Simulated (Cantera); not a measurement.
A freely propagating, adiabatic, planar premixed flame of 49.5 % H2, 10.7 % O2, 39.8 % N2, equivalence ratio 2.3, unburnt at 450 K and 4.93 atm; mixture-averaged transport, grid criteria slope 0.08 and curve 0.16, no radiation.

Cantera simulation using the H2/O2 subset of GRI-Mech 3.0, which has no nitrogen chemistry; the numbers are that mechanism's predictions, not measurements. The hydrogen kinetics of GRI-Mech 3.0 are dated; newer H2 mechanisms differ, most at raised pressure. Burning velocities carry a grid error of a few per cent, more on coarse grids.

Problem. Predict: laminar burning velocity; thermal thickness; peak x(O); peak x(HO2); peak x(H).

Solution. 
| Item | Result |
|---|---|
| laminar burning velocity | 514 cm/s |
| thermal thickness | 0.0528 mm |
| peak x(O) | 0.00144 |
| peak x(HO2) | 0.000975 |
| peak x(H) | 0.0430 |
